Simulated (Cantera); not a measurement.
Input: 1 mol SiH4, 6.2 mol N2, at 2.25 Torr.

Cantera equilibrium calculation (NASA polynomials, part measured and part estimated; ideal gas, pure solids and liquids). Candidate condensed phases: Si, Si3N4; 18 gas species. The numbers say what is thermodynamically allowed, not how fast it happens.

x: gas mole fraction; n: condensed amount in mol.

```tsv
T (°C)	x N2	x H2	x H	x Si	x Si2N	n Si3N4(s)	n Si(l)
1250	0.734	0.265	0.000217	6.26e-7	5.50e-9	0.333	0
1275	0.734	0.265	0.000290	1.51e-6	1.68e-8	0.333	0
1300	0.734	0.265	0.000382	3.53e-6	4.97e-8	0.333	0
1325	0.734	0.265	(withheld)	(withheld)	(withheld)	0.333	0
1350	0.734	0.265	0.000650	1.79e-5	3.91e-7	0.333	0
1375	0.734	0.265	0.000837	3.87e-5	1.04e-6	0.333	0
1400	0.734	0.265	(withheld)	(withheld)	(withheld)	0.333	0
1425	0.734	0.265	0.00136	0.000170	6.82e-6	0.333	0
1450	0.755	0.243	0.00164	0.000328	1.54e-5	0	0.997
```

Problem. Some entries are withheld; supply them.

Solution. 
- 1325, x H: 0.000500
- 1325, x Si: 8.05e-6
- 1325, x Si2N: 1.42e-7
- 1400, x H: 0.00107
- 1400, x Si: 8.20e-5
- 1400, x Si2N: 2.71e-6
